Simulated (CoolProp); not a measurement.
The fluid at 298.15 K and 0.19 MPa flows at 3.2 m/s in a round tube of 25 mm bore and 15 µm roughness, fully developed (64/Re and Nu = 3.66 if laminar; Colebrook and Gnielinski if turbulent). The same conditions are run with several fluids, on thermodynamics alone (safety and materials aside).

Values from CoolProp's reference Helmholtz-energy equation of state of each fluid (methane: Setzmann 1991; R143a: Lemmon and Jacobsen 2000; isobutane: Bücker 2006; propylene: Lemmon 2013; CH2F2 (R32): Tillner-Roth 1997).

Task: Rank methane, R143a, isobutane, propylene, CH2F2 (R32) by Reynolds number, highest first.

Result: isobutane (50100), R143a (47800), propylene (31000), CH2F2 (R32) (24400), methane (8810)

```tsv
fluid	Darcy friction factor	pressure drop (Pa/m)	heat-transfer coefficient (W/(m² K))	mass flow (kg/h)
methane	0.0328	8.29	37.9	6.98
R143a	0.0230	31.4	66.8	37.6
isobutane	0.0229	22.0	81.5	26.5
propylene	0.0249	16.9	56.1	18.7
CH2F2 (R32)	0.0261	21.8	38.4	23.1
```

Transport values come from each fluid's own correlations; those of R143a, propylene, CH2F2 (R32) are estimates that may be off by 10 % or more.
